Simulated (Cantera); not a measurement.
Feed: 1 mol Cr₂O₃, 8.1 mol H₂, 2.7 mol N₂, held at 5.60 bar.

Method: chemical equilibrium by Gibbs-energy minimisation in Cantera with the NASA 1993 tables (ideal gas, pure condensed phases). Candidate condensed phases: Cr, CrN, Cr₂N, Cr₂O₃, H₂O; 29 gas species. Kinetics and transport are ignored. All values below are at 825 K.

Base state: H₂ 0.747, N₂ 0.249, NH₃ 0.00422, H₂O 4.32e-5 (mole fractions); condensed: CrN(s) + Cr₂O₃(s).

Task: What changes in the equilibrium state with this change: pressure from 5.60 bar to 0.920 bar?

Result: 
```json
[
 {"species": "H₂", "before": "0.747", "after": "0.749"},
 {"species": "N₂", "before": "0.249", "after": "0.250"},
 {"species": "NH₃", "before": "0.00422", "after": "0.000698"},
 {"species": "H₂O", "before": "4.32e-5", "after": "2.38e-5"},
 {"species": "CrN(s), mol", "before": "0.000310", "after": "0"},
 {"species": "Cr₂O₃(s), mol", "before": "1.000", "after": "1.000"}
]
```
